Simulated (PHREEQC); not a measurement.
A PHREEQC input (ion-association model, wateq4f.dat):

```
SOLUTION 1
  temp 20
  units mg/kgw
  pH 6.96
  pe 2.2
  Na 2.12
  K 0.0125
  Ca 4
  Mg 0.862
  Cl 5.24
  S(6) 3.82 as SO4
  Alkalinity 7.83 as HCO3
  Sr 0.679
  Br 0.0125
  Si 0.037 as SiO2
  Ba 0.00758
END
USE solution 1
EQUILIBRIUM_PHASES 1
  Chalcedon 0 0
  Gypsum 0 0
  CO2(g) -2.5 10
END
```

It stops with these messages:

```
ERROR: Phase not found in database, Chalcedon.
ERROR: Calculations terminating due to input errors.
```

The fault: the phase Chalcedony misspelt. The line should read `Chalcedony` where the input has `Chalcedon`. With the mend the run ends at pH 6.39 and ionic strength 0.000547 mol/kgw.
